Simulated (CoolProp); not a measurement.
Vapour-liquid equilibrium of dimethyl ether (1) + n-pentane (2) at 6.83 bar; x and y are mole fractions of (1).

Computed with CoolProp (multi-fluid Helmholtz-energy mixture model, Wu 2011 and Thol 2019; pair parameters Bell 2016).

**Question.** Give the bubble temperature and the first vapour's composition at x = 0.5, 0.575, 0.875. Is there an azeotrope?

**Answer.** x = 0.5: 321.7 K, y = 0.876; x = 0.575: 317.4 K, y = 0.904; x = 0.875: 306.9 K, y = 0.970. No azeotrope shows between x = 0.05 and 0.95.

Pair parameters are fitted to limited data, so mixtures are less certain than the pure fluids. The gap from Raoult's law changes sign with composition, which may be real or a fault of the pair parameters; it wasn't checked against measurements.
